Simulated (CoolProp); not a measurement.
Vapour-liquid equilibrium of R22 (1) + dimethyl ether (2) at 0.222 MPa; x and y are mole fractions of (1).

The numbers come from the multi-fluid Helmholtz-energy mixture model, Kamei 1995 and Wu 2011; pair parameters Bell 2016 in CoolProp.

Problem. Give the bubble temperature and the first vapour's composition at x = 0.2, 0.65, 0.8. Is there an azeotrope?

Solution. x = 0.2: -4.1 °C, y = 0.189; x = 0.65: -10.6 °C, y = 0.814; x = 0.8: -16.1 °C, y = 0.939. y crosses x between x = 0.2 and 0.35: the model has an azeotrope there.

Pair parameters are fitted to limited data, so mixtures are less certain than the pure fluids.
